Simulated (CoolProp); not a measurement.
Vapour-liquid equilibrium of R22 (1) + dimethyl ether (2) at 0.00883 MPa; x and y are mole fractions of (1).

Values from CoolProp's multi-fluid Helmholtz-energy mixture model, Kamei 1995 and Wu 2011; pair parameters Bell 2016.

```tsv
x	bubble temperature, mixture model (°C)	bubble temperature, Raoult's law (°C)	y, mixture model	y, Raoult's law
0.05	-69.0	-70.3	0.033	0.114
0.15	-68.5	-72.1	0.119	0.303
0.25	-68.2	-73.8	0.240	0.453
0.35	-68.4	-75.2	0.397	0.574
0.45	-69.3	-76.6	0.577	0.674
0.55	-71.1	-77.8	0.746	0.756
0.65	-73.7	-78.9	0.873	0.826
0.75	-76.6	-79.9	0.948	0.885
0.85	-79.3	-80.9	0.984	0.936
0.95	-81.4	-81.8	0.997	0.980
```

The largest gap from Raoult's law is +7.3 K in bubble temperature, at x = 0.45. y crosses x between x = 0.25 and 0.35: the model has an azeotrope there.

Pair parameters are fitted to limited data, so mixtures are less certain than the pure fluids.
